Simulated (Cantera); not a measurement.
Stirred combustor or abatement burner

A perfectly stirred reactor is fed with 19.5 % H₂, 8.88 % O₂, 68.3 % N₂, 3.32 % H₂O, at 1.01 bar; it is adiabatic with a 425 K inlet, and is followed from long to short residence time, starting on the burning branch (τ in s: 0.071, 0.027, 0.0099, 0.0037, 0.0014, 0.00051, 0.00019, 7.1e-05, 2.6e-05, 9.8e-06).

Cantera simulation using the H2/O2 subset of GRI-Mech 3.0, which has no nitrogen chemistry; the numbers are that mechanism's predictions, not measurements.

```csv
τ (s),T (K),x H₂,x O₂,x H₂O,x H₂O₂,x OH,x O,x HO₂
0.071,1755,0.0199,0.000392,0.229,6.27e-8,0.000984,5.71e-5,2.84e-7
0.027,1741,0.0205,0.000792,0.227,1.15e-7,0.00143,0.000127,5.76e-7
0.0099,1717,0.0218,0.00155,0.225,2.07e-7,0.00202,0.000275,1.13e-6
0.0037,1679,0.0237,0.00280,0.221,3.63e-7,0.00266,0.000549,2.05e-6
0.0014,1623,0.0264,0.00464,0.215,6.39e-7,0.00324,0.00101,3.54e-6
0.00051,1541,0.0299,0.00739,0.207,1.16e-6,0.00357,0.00170,6.09e-6
0.00019,1433,0.0352,0.0115,0.196,1.98e-6,0.00336,0.00247,1.06e-5
7.1e-5,1279,0.0514,0.0208,0.176,2.64e-6,0.00240,0.00270,2.29e-5
2.6e-5,425,0.195,0.0888,0.0332,<1e-12,<1e-12,<1e-12,<1e-12
9.8e-6,425,0.195,0.0888,0.0332,<1e-12,<1e-12,<1e-12,<1e-12
```
x: mole fraction; the columns are a selection and need not sum to one.
